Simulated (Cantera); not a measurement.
**Carbothermic reduction: Fe2O3 + CH4 + N2**

Charge: 1 mol Fe2O3, 4.3 mol CH4, 1.7 mol N2, at 18.0 Torr.

These are equilibrium values from Cantera (NASA tables, ideal gas, pure condensed phases), not measurements of a reactor. Candidate condensed phases: C, C6H6, C7H8, C8H18, Fe, Fe(CO)5, FeO, Fe(OH)2, Fe(OH)3, Fe2O3, Fe3O4, H2O; 140 gas species. Iron dissolves carbon and melts from about 1420 K in contact with it, which pure phases cannot show. Condensed phases not in the tables: cementite and carbon dissolved in iron. Kinetics and transport are ignored.

```
T (°C)   x H2   x CO       x H    x N2      x Fe     x HCN     x H2O  n C(graphite)  n Fe(α)  n Fe(γ)  n Fe(δ)  n Fe(l)
------  -----  -----  --------  ------  --------  --------  --------  -------------  -------  -------  -------  -------
627     0.643  0.210  6.05e-10   0.130    <1e-12   2.53e-7   0.00786           1.44     2.00        0        0        0
777     0.646  0.225   4.21e-8   0.128  6.39e-12   3.20e-6  0.000632           1.30     2.00        0        0        0
927     0.646  0.225   1.02e-6   0.128   2.07e-9   2.14e-5   9.08e-5           1.30        0     2.00        0        0
1077    0.646  0.226   1.24e-5   0.128   1.79e-7   9.36e-5   2.01e-5           1.30        0     2.00        0        0
1227    0.646  0.226   9.13e-5   0.128   6.25e-6  0.000304   6.01e-6           1.30        0     2.00        0        0
1377    0.646  0.225  0.000471   0.127  0.000113  0.000792   2.25e-6           1.29        0     2.00        0        0
1527    0.643  0.225   0.00185   0.127   0.00123   0.00175   9.91e-7           1.27        0        0     1.98        0
1677    0.634  0.223   0.00589   0.125   0.00854   0.00339   4.88e-7           1.24        0        0        0     1.89
1827    0.601  0.214    0.0156   0.118    0.0441   0.00572   2.48e-7           1.19        0        0        0     1.38
1977    0.529  0.193    0.0349   0.105     0.128   0.00830   1.19e-7           1.10        0        0        0        0
2127    0.495  0.189    0.0723   0.100     0.126    0.0122   7.08e-8          0.974        0        0        0        0
2277    0.442  0.183     0.134  0.0943     0.122    0.0163   4.18e-8          0.791        0        0        0        0
```
x: gas mole fraction; n: condensed amount in mol.

From 627 °C to 777 °C the condensed part is C(graphite) + Fe(α). From 927 °C to 1377 °C the condensed part is C(graphite) + Fe(γ). At 1527 °C the condensed part is C(graphite) + Fe(δ). From 1677 °C to 1827 °C the condensed part is C(graphite) + Fe(l). From 1977 °C to 2277 °C the condensed part is C(graphite).
